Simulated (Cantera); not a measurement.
Charge: 1 mol Pb, a varied amount of CO₂, 62 mol H₂, equilibrated at 1150 K and 1200000 Pa.

Method: chemical equilibrium by Gibbs-energy minimisation in Cantera with the NASA 1993 tables (ideal gas, pure condensed phases). Candidate condensed phases: C, C₆H₆, C₇H₈, C₈H₁₈, H₂O, Pb, PbO, PbO₂, Pb₃O₄; 113 gas species. Rates play no part.

log p: log10 of the partial pressure in bar; n: condensed amount in mol.

```csv
n(CO₂) (mol),log p H₂,log p H₂O,log p CH₄,log p CO,log p Pb,log p CO₂,log p H,n Pb(l)
0.034,1.08,-1.88,-2.18,(withheld),-3.54,-7.38,-6.59,0.999
0.042,1.08,-1.79,-2.09,(withheld),-3.54,-7.10,-6.59,0.999
0.051,1.08,-1.71,-2.01,(withheld),-3.54,-6.85,-6.59,0.999
0.063,1.08,-1.62,-1.92,(withheld),-3.54,-6.58,-6.59,0.999
0.077,1.08,-1.53,-1.83,(withheld),-3.54,-6.32,-6.59,0.999
0.094,1.08,-1.44,-1.75,(withheld),-3.54,-6.06,-6.59,0.999
0.12,1.08,-1.34,-1.64,(withheld),-3.54,-5.74,-6.59,0.999
0.14,1.08,-1.27,-1.58,(withheld),-3.54,-5.54,-6.59,0.999
0.17,1.08,-1.19,-1.50,(withheld),-3.54,-5.29,-6.59,0.999
0.21,1.07,-1.10,-1.41,(withheld),-3.54,-5.02,-6.59,0.999
0.26,1.07,-1.01,-1.32,(withheld),-3.54,-4.74,-6.59,0.999
0.32,1.07,-0.92,-1.23,(withheld),-3.54,-4.48,-6.59,0.999
0.39,1.07,-0.84,-1.15,(withheld),-3.54,-4.23,-6.59,0.999
```

Question: Fill in the missing entries.

Answer: 
- 0.034, log p CO: -4.34
- 0.042, log p CO: -4.16
- 0.051, log p CO: -3.99
- 0.063, log p CO: -3.81
- 0.077, log p CO: -3.63
- 0.094, log p CO: -3.46
- 0.12, log p CO: -3.25
- 0.14, log p CO: -3.12
- 0.17, log p CO: -2.95
- 0.21, log p CO: -2.77
- 0.26, log p CO: -2.59
- 0.32, log p CO: -2.41
- 0.39, log p CO: -2.24
